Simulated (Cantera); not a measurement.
What does this Cantera script print?

```python
import numpy as np
import cantera as ct

gas = ct.Solution("gri30.yaml", transport_model="multicomponent")
show = ['CH4', 'NH3', 'C2H2']

rows = []
print(f"{'T/K':>7s}{'rho':>11s}{'cp':>10s}{'mu':>11s}{'lambda':>11s}{'Pr':>7s}" + "".join(f"{'D_' + s:>11s}" for s in show))
for T in [400, 650, 900, 1150, 1400, 1650, 1900, 2150]:
    gas.TPX = T, 650000, {'NO': 0.76, 'CO2': 0.96}
    Pr = gas.cp_mass * gas.viscosity / gas.thermal_conductivity
    D = [gas.mix_diff_coeffs_mole[gas.species_index(s)] for s in show]
    rows.append([gas.density, gas.cp_mass, gas.viscosity, gas.thermal_conductivity, Pr, *D])
    print(f"{T:7g}{gas.density:11.4e}{gas.cp_mass:10.1f}{gas.viscosity:11.4e}"
          f"{gas.thermal_conductivity:11.4e}{Pr:7.3f}" + "".join(f"{d:11.4e}" for d in D))
print("SI units: kg/m3, J/kg/K, Pa s, W/m/K, m2/s")
```

Result:

```
    T/K        rho        cp         mu     lambda     Pr      D_CH4      D_NH3     D_C2H2
    400 7.3920e+00     959.2 2.1035e-05 2.8257e-02  0.714 5.0279e-06 4.9323e-06 3.6809e-06
    650 4.5489e+00    1085.7 3.0767e-05 4.6276e-02  0.722 1.1813e-05 1.2302e-05 8.7822e-06
    900 3.2853e+00    1172.2 3.8901e-05 6.2975e-02  0.724 2.0616e-05 2.2118e-05 1.5432e-05
   1150 2.5711e+00    1228.6 4.6078e-05 7.8103e-02  0.725 3.1188e-05 3.4016e-05 2.3430e-05
   1400 2.1120e+00    1267.0 5.2607e-05 9.1960e-02  0.725 4.3371e-05 4.7774e-05 3.2649e-05
   1650 1.7920e+00    1294.3 5.8667e-05 1.0481e-01  0.724 5.7055e-05 6.3242e-05 4.3004e-05
   1900 1.5562e+00    1313.7 6.4368e-05 1.1680e-01  0.724 7.2157e-05 8.0316e-05 5.4430e-05
   2150 1.3752e+00    1327.7 6.9787e-05 1.2807e-01  0.723 8.8612e-05 9.8919e-05 6.6878e-05
SI units: kg/m3, J/kg/K, Pa s, W/m/K, m2/s
```

Computed with Cantera and GRI-Mech 3.0 (53 species, 325 reactions). The composition is frozen, though it would react at the higher temperatures.
